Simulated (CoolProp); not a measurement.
A single-stage vapour-compression cycle with propane: evaporating at 260.15 K (dew point), condensing at 311.15 K (bubble point), superheat 0 K, subcooling 0 K, compressor efficiency 0.75, no pressure losses. Each further row changes one setting.

Model: reference Helmholtz-energy equation of state, Lemmon 2009, in CoolProp.

```
case                              cooling COP  pressure ratio  discharge temperature (K)  refrigerating effect (kJ/kg)  volumetric capacity (kJ/m³)
--------------------------------  -----------  --------------  -------------------------  ----------------------------  ---------------------------
as stated                          (withheld)            4.19                      328.4                           259                         1800
evaporating temperature 265.15 K         3.34            3.55                 (withheld)                           265                         2150
condensing temperature 306.15 K    (withheld)            3.72                 (withheld)                           273                         1890
subcooling 5 K                     (withheld)            4.19                      328.4                           273                         1890
superheat 10 K                           2.92            4.19                      338.3                           275                         1820
compressor efficiency 0.65               2.50            4.19                 (withheld)                           259                         1800
```

Question: What belongs in the gaps?

Answer: 
- as stated, cooling COP: 2.89
- evaporating temperature 265.15 K, discharge temperature (K): 326.1
- condensing temperature 306.15 K, cooling COP: 3.33
- condensing temperature 306.15 K, discharge temperature (K): 322.4
- subcooling 5 K, cooling COP: 3.05
- compressor efficiency 0.65, discharge temperature (K): 334.8
